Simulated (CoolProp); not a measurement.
Carbon monoxide at 293.15 K and 3.75 MPa is throttled through a valve to 1.73 MPa with no heat exchange. Each further row changes one setting.

Values from CoolProp's reference Helmholtz-energy equation of state, Lemmon 2006. It is a short technical equation, of lower accuracy than the large ones.

```csv
case,temperature change (K),final density (kg/m³)
as stated,…,…
outlet pressure 0.519 MPa,…,…
outlet pressure 2.25 MPa,-3.5,…
```

Problem. Fill in the missing entries.

Solution. 
- as stated, temperature change (K): -4.9
- as stated, final density (kg/m³): 20.4
- outlet pressure 0.519 MPa, temperature change (K): -8.1
- outlet pressure 0.519 MPa, final density (kg/m³): 6.15
- outlet pressure 2.25 MPa, final density (kg/m³): 26.4
